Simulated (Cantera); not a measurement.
# Metals in furnace atmospheres: Ti + CO + CO2

A closed system holds: 1 mol Ti, 2.2 mol CO, 1.6 mol CO2, at 1123.15 K and 24.0 mbar.

These are equilibrium values from Cantera (NASA tables, ideal gas, pure condensed phases), not measurements of a reactor. Candidate condensed phases: C, Ti, TiC, TiO, TiO2, Ti2O3, Ti3O5, Ti4O7; 15 gas species. The numbers say what is thermodynamically allowed, not how fast it happens.

```
Property                                Result
-----------------------------------  ---------
x(CO)                                    0.999
x(CO2)                                 0.00144
n(C(graphite))                       0.405 mol
n(TiO2(rutile))                       1.00 mol
gas amount                           3.395 mol
log10 activity of Ti4O7(s) (absent)      -0.57
log10 activity of Ti3O5(s) (absent)      -0.79
log10 activity of Ti2O3(s) (absent)      -1.20
```
